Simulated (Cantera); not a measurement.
A closed system holds: 1 mol CuO, 67 mol H2, 0.11 mol H2O, equilibrated at 748 K and 0.133 bar.

Method: chemical equilibrium by Gibbs-energy minimisation in Cantera with the NASA 1993 tables (ideal gas, pure condensed phases). Candidate condensed phases: Cu, CuO, Cu(OH)2, Cu2O, H2O; 12 gas species. Kinetics and transport are ignored.

Base state: H2 0.983, H2O 0.0165 (mole fractions); condensed: Cu(s).

Task: What changes in the equilibrium state with this change: CuO replaced by V2O5?

Result: 
```csv
species,before,after
H2,0.983,0.969
H2O,0.0165,0.0314
"Cu(s), mol",1.00,0
"V2O3(s), mol",0,1.00
```
Condensed phases not in the tables: the oxides between V2O3 and V2O5 other than VO2. Further candidate phases: V, VO, V2O3, V2O4, V2O5.
